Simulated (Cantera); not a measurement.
A freely propagating, adiabatic, planar premixed flame of 23.6 % CO, 1.48 % H₂, 15.1 % O₂, 55.9 % N₂, 4.01 % H₂O, equivalence ratio 0.83, unburnt at 400 K and 7.30 bar; unity-Lewis-number transport, grid criteria slope 0.08 and curve 0.16, no radiation.

Cantera simulation using GRI-Mech 3.0 (53 species, 325 reactions); the numbers are that mechanism's predictions, not measurements. The hydrogen kinetics of GRI-Mech 3.0 are dated; newer H2 mechanisms differ, most at raised pressure. Unity Lewis numbers drop preferential diffusion, which matters most where H2 and H carry the flame. Burning velocities carry a grid error of a few per cent, more on coarse grids.

Predict: laminar burning velocity; thermal thickness; peak x(H); peak x(HO₂).


```
Item                         Result
------------------------  ---------
laminar burning velocity  34.3 cm/s
thermal thickness         0.0963 mm
peak x(H)                   0.00204
peak x(HO₂)                0.000282
```
